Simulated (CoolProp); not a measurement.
Vapour pressure (MPa) of n-nonane: the reference equation beside estimates from Tc = 321.4 °C, pc = 2.282 MPa, ω = 0.443. Clausius-Clapeyron is anchored at 204.95 °C with a constant enthalpy of vaporisation of 31.88 kJ/mol.

Computed with CoolProp (reference Helmholtz-energy equation of state, Lemmon 2006). It is a short technical equation, of lower accuracy than the large ones.

```json
[
 {"T (°C)": "195.95", "reference": "0.2927", "Lee-Kesler": "0.2954", "Clausius-Clapeyron": "(withheld)", "van der Waals": "0.8203", "Redlich-Kwong": "0.5082", "Soave-Redlich-Kwong": "0.2968", "Peng-Robinson": "0.2939"},
 {"T (°C)": "200.45", "reference": "0.3212", "Lee-Kesler": "0.3242", "Clausius-Clapeyron": "0.3259", "van der Waals": "0.8576", "Redlich-Kwong": "0.5443", "Soave-Redlich-Kwong": "0.3260", "Peng-Robinson": "0.3226"},
 {"T (°C)": "204.95", "reference": "0.3517", "Lee-Kesler": "0.3551", "Clausius-Clapeyron": "0.3517", "van der Waals": "0.8959", "Redlich-Kwong": "0.5821", "Soave-Redlich-Kwong": "0.3574", "Peng-Robinson": "0.3534"},
 {"T (°C)": "209.55", "reference": "0.3852", "Lee-Kesler": "0.3889", "Clausius-Clapeyron": "0.3797", "van der Waals": "0.9362", "Redlich-Kwong": "0.6226", "Soave-Redlich-Kwong": "0.3918", "Peng-Robinson": "0.3873"},
 {"T (°C)": "214.05", "reference": "0.4202", "Lee-Kesler": "0.4242", "Clausius-Clapeyron": "0.4086", "van der Waals": "0.9767", "Redlich-Kwong": "0.6641", "Soave-Redlich-Kwong": "0.4278", "Peng-Robinson": "0.4227"},
 {"T (°C)": "218.55", "reference": "0.4576", "Lee-Kesler": "0.4620", "Clausius-Clapeyron": "0.4391", "van der Waals": "1.018", "Redlich-Kwong": "0.7074", "Soave-Redlich-Kwong": "0.4663", "Peng-Robinson": "0.4606"},
 {"T (°C)": "223.15", "reference": "0.4984", "Lee-Kesler": "0.5031", "Clausius-Clapeyron": "0.4720", "van der Waals": "1.062", "Redlich-Kwong": "0.7537", "Soave-Redlich-Kwong": "0.5083", "Peng-Robinson": "(withheld)"},
 {"T (°C)": "227.65", "reference": "0.5409", "Lee-Kesler": "0.5460", "Clausius-Clapeyron": "0.5059", "van der Waals": "1.106", "Redlich-Kwong": "0.8008", "Soave-Redlich-Kwong": "0.5521", "Peng-Robinson": "0.5451"},
 {"T (°C)": "232.25", "reference": "0.5871", "Lee-Kesler": "0.5926", "Clausius-Clapeyron": "0.5424", "van der Waals": "1.152", "Redlich-Kwong": "0.8511", "Soave-Redlich-Kwong": "0.5997", "Peng-Robinson": "0.5921"},
 {"T (°C)": "236.75", "reference": "0.6352", "Lee-Kesler": "0.6411", "Clausius-Clapeyron": "0.5800", "van der Waals": "1.198", "Redlich-Kwong": "0.9023", "Soave-Redlich-Kwong": "0.6493", "Peng-Robinson": "0.6411"},
 {"T (°C)": "241.25", "reference": "(withheld)", "Lee-Kesler": "0.6925", "Clausius-Clapeyron": "0.6194", "van der Waals": "1.245", "Redlich-Kwong": "0.9555", "Soave-Redlich-Kwong": "0.7019", "Peng-Robinson": "0.6930"}
]
```

### Question
Complete the blanks.

### Answer

- 195.95, Clausius-Clapeyron: 0.3016
- 223.15, Peng-Robinson: 0.5020
- 241.25, reference: 0.6863

Absolute difference from the reference over all 11 rows, mean and median: Lee-Kesler 0.9 and 0.9 %, Clausius-Clapeyron 4.6 and 4.0 %, van der Waals 125.8 and 122.5 %, Redlich-Kwong 55.3 and 54.6 %, Soave-Redlich-Kwong 1.9 and 1.9 %, Peng-Robinson 0.7 and 0.7 %.
